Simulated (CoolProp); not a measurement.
Vapour-liquid equilibrium of ethane (1) + C3F8 (R218) (2) at 0.683 MPa; x and y are mole fractions of (1).

Values from CoolProp's multi-fluid Helmholtz-energy mixture model, Bücker 2006 and Lemmon 2006; pair parameters Bell 2016.

```csv
x,bubble temperature (K),y at the bubble point,dew temperature at overall composition x (K),liquid density (mol/L)
0.05,280.1,0.242,287.7,7.704
0.125,266.9,0.518,284.8,8.306
0.2,256.5,0.682,281.8,8.867
0.275,249.1,0.772,278.7,9.385
0.35,244.1,0.824,275.4,9.876
0.425,240.7,0.855,271.8,10.36
0.5,238.4,0.875,267.9,10.87
0.575,236.7,0.891,263.6,11.40
0.65,235.3,0.904,258.8,11.99
0.725,234.0,0.918,253.1,12.66
0.8,232.7,0.933,246.5,13.41
0.875,231.5,0.953,238.4,14.28
0.95,230.1,0.978,231.6,15.29
```

No azeotrope shows between x = 0.05 and 0.95.

Pair parameters are fitted to limited data, so mixtures are less certain than the pure fluids. With so large a gap from Raoult's law the liquid may split in two, which this calculation doesn't test in full.
